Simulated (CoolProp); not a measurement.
Model: reference Helmholtz-energy equation of state, Rui 2013, in CoolProp.

Question: Give the vapour pressure (kPa), enthalpy of vaporisation (kJ/kg), liquid viscosity (µPa s), vapour viscosity (µPa s) of saturated R236EA at 350.2, 356.3 K.

Answer: 
```
T (K)  p (kPa)  enthalpy of vaporisation (kJ/kg)  liquid viscosity (µPa s)  vapour viscosity (µPa s)
-----  -------  --------------------------------  ------------------------  ------------------------
350.2      933                               123                       194                      12.8
356.3     1080                               118                       179                      13.2
```

Viscosity comes from a separate model (Huber 2003), an estimate that may be off by 10 % or more.
